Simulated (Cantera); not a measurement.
## Al + HCl + N2 (aluminium and copper etching)

Input: 1 mol Al, 1.2 mol HCl, 4.1 mol N2, at 0.360 bar.

Equilibrium computed with Cantera from the NASA thermochemical tables; the gas is ideal and each condensed phase is pure. Candidate condensed phases: Al, AlCl3, AlN, NH4Cl; 20 gas species. The tables' values for AlCl2 are old estimates; treat these amounts as uncertain. The numbers say what is thermodynamically allowed, not how fast it happens.

At 400 K the condensed part is AlN(s) + NH4Cl(s). From 500 K to 1400 K the condensed part is AlN(s). The main Al-bearing gas is Al2Cl6 at 400 K and AlCl3 at 1400 K. The share of Al in condensed phases is highest at 400 K (70.0 %) and lowest at 500 K (63.6 %).

| T (K) | log p N2 | log p H2 | log p AlCl3 | log p HCl | log p Al2Cl6 | log p NH3 | log p AlCl2 | n AlN(s) | n NH4Cl(s) |
|---|---|---|---|---|---|---|---|---|---|
| 400 | -0.46 | -3.47 | -5.18 | -3.54 | -1.84 | -4.66 | <-12 | 0.700 | 0.297 |
| 500 | -0.53 | -1.39 | -3.56 | -2.08 | -1.85 | -2.85 | <-12 | 0.636 | 0 |
| 600 | -0.54 | -1.41 | -2.54 | -1.82 | -1.94 | -3.77 | <-12 | 0.665 | 0 |
| 700 | -0.54 | -1.45 | -1.93 | -1.69 | -2.22 | -4.47 | -11.84 | 0.688 | 0 |
| 800 | -0.55 | -1.46 | -1.69 | -1.67 | -2.87 | -4.99 | -9.70 | 0.695 | 0 |
| 900 | -0.55 | -1.46 | -1.65 | -1.68 | -3.62 | -5.38 | -8.12 | 0.692 | 0 |
| 1000 | -0.55 | -1.45 | -1.63 | -1.70 | -4.27 | -5.69 | -6.89 | 0.688 | 0 |
| 1100 | -0.55 | -1.45 | -1.63 | -1.72 | -4.80 | -5.95 | -5.88 | 0.684 | 0 |
| 1200 | -0.55 | -1.45 | -1.62 | -1.74 | -5.23 | -6.16 | -5.05 | 0.681 | 0 |
| 1300 | -0.55 | -1.44 | -1.62 | -1.75 | -5.60 | -6.34 | -4.35 | 0.679 | 0 |
| 1400 | -0.55 | -1.44 | -1.62 | -1.76 | -5.91 | -6.50 | -3.75 | 0.676 | 0 |
log p: log10 of the partial pressure in bar; n: condensed amount in mol.
